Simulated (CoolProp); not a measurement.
Vapour pressure (MPa) of propyne: the reference equation beside estimates from Tc = 402.7 K, pc = 5.658 MPa, ω = 0.204. Clausius-Clapeyron is anchored at 358.7 K with a constant enthalpy of vaporisation of 13.62 kJ/mol.

Values from CoolProp's reference Helmholtz-energy equation of state, Polt 1992. This equation is an older, rougher fit; its heat capacities, sound speeds and derivatives of the liquid may be far off and weren't checked against measurements.

```tsv
T (K)	reference	Clausius-Clapeyron	van der Waals	Soave-Redlich-Kwong	Peng-Robinson
310.7	0.8248	1.243	1.830	0.8404	0.8315
322.7	1.123	1.512	2.186	1.148	1.134
334.7	1.496	1.814	2.582	1.531	1.512
346.7	1.956	2.148	3.020	2.001	1.977
358.7	2.516	2.516	3.502	2.568	2.540
370.7	3.189	2.917	4.028	3.243	3.214
382.7	3.987	3.350	4.600	4.037	4.012
394.7	4.931	3.816	5.219	4.962	4.949
```

Absolute difference from the reference over all 8 rows, mean and median: Clausius-Clapeyron 20.4 and 18.6 %, van der Waals 53.8 and 46.8 %, Soave-Redlich-Kwong 1.8 and 2.0 %, Peng-Robinson 0.8 and 0.9 %.
